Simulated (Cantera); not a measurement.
An adiabatic, constant-volume homogeneous reactor starts with CH₄ : C₂H₆ : O₂ : N₂ = 1 : 0.031 : 2.42 : 9.11 (molar parts), equivalence ratio 0.87, at 1700 K and 1.01 bar. Integrator tolerance rtol = 1e-08.

Detailed kinetics in Cantera: GRI-Mech 3.0 (53 species, 325 reactions).

What does this change do: pressure from 1.01 bar to 10.0 bar?


```tsv
quantity	before	after
time of steepest temperature rise	93.2 µs	18.5 µs
temperature at 0.600 s	2912 K	3115 K
equilibrium temperature	2912 K	3115 K
x(CH₄) at 0.600 s	<1e-12 (gas-phase equilibrium <1e-12)	<1e-12 (gas-phase equilibrium <1e-12)
x(C₂H₆) at 0.600 s	<1e-12 (gas-phase equilibrium <1e-12)	<1e-12 (gas-phase equilibrium <1e-12)
x(O₂) at 0.600 s	0.0340 (gas-phase equilibrium 0.0340)	0.0290 (gas-phase equilibrium 0.0290)
x(NO) at 0.600 s	0.0160 (gas-phase equilibrium 0.0160)	0.0191 (gas-phase equilibrium 0.0191)
x(NO₂) at 0.600 s	5.37e-6 (gas-phase equilibrium 5.37e-6)	1.65e-5 (gas-phase equilibrium 1.65e-5)
x(H₂) at 0.600 s	0.0164 (gas-phase equilibrium 0.0164)	0.0119 (gas-phase equilibrium 0.0119)
x(HO₂) at 0.600 s	1.18e-5 (gas-phase equilibrium 1.18e-5)	2.84e-5 (gas-phase equilibrium 2.84e-5)
```
Above 3000 K some thermodynamic fits are extrapolated.
